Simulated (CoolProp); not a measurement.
Vapour-liquid equilibrium of R152A (1) + methanol (2) at 1.25 bar; x and y are mole fractions of (1).

Computed with CoolProp (multi-fluid Helmholtz-energy mixture model, Outcalt 1996 and de Reuck 1993; pair parameters Bell 2016).

```json
[
 {"x": "0.05", "bubble temperature (K)": "295.5", "y at the bubble point": "0.882", "dew temperature at overall composition x (K)": "?", "liquid density (mol/L)": "23.91"},
 {"x": "0.2", "bubble temperature (K)": "269.5", "y at the bubble point": "0.975", "dew temperature at overall composition x (K)": "?", "liquid density (mol/L)": "22.69"},
 {"x": "0.35", "bubble temperature (K)": "265.7", "y at the bubble point": "0.981", "dew temperature at overall composition x (K)": "332.1", "liquid density (mol/L)": "21.01"},
 {"x": "0.5", "bubble temperature (K)": "263.8", "y at the bubble point": "0.984", "dew temperature at overall composition x (K)": "325.8", "liquid density (mol/L)": "19.43"},
 {"x": "0.65", "bubble temperature (K)": "261.5", "y at the bubble point": "0.988", "dew temperature at overall composition x (K)": "?", "liquid density (mol/L)": "18.01"},
 {"x": "0.8", "bubble temperature (K)": "258.5", "y at the bubble point": "?", "dew temperature at overall composition x (K)": "?", "liquid density (mol/L)": "16.72"},
 {"x": "0.95", "bubble temperature (K)": "255.2", "y at the bubble point": "0.998", "dew temperature at overall composition x (K)": "280.4", "liquid density (mol/L)": "15.53"}
]
```

Task: Complete the blanks.

Result: 
- 0.05, dew temperature at overall composition x (K): 341.7
- 0.2, dew temperature at overall composition x (K): 337.3
- 0.65, dew temperature at overall composition x (K): 317.7
- 0.8, y at the bubble point: 0.993
- 0.8, dew temperature at overall composition x (K): 305.8

No azeotrope shows between x = 0.05 and 0.95.

Pair parameters are fitted to limited data, so mixtures are less certain than the pure fluids. With so large a gap from Raoult's law the liquid may split in two, which this calculation doesn't test in full.
